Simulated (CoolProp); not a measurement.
Vapour-liquid equilibrium of ethane (1) + propylene (2) at 262.1 K; x and y are mole fractions of (1).

Computed with CoolProp (multi-fluid Helmholtz-energy mixture model, Bücker 2006 and Lemmon 2013; pair parameters Bell 2016).

Task: Give the bubble pressure and the first vapour's composition at x = 0.05, 0.2, 0.95. Is there an azeotrope?

Result: x = 0.05: 0.4809 MPa, y = 0.168; x = 0.2: 0.6792 MPa, y = 0.476; x = 0.95: 1.727 MPa, y = 0.981. No azeotrope shows between x = 0.05 and 0.95.

Pair parameters are fitted to limited data, so mixtures are less certain than the pure fluids.
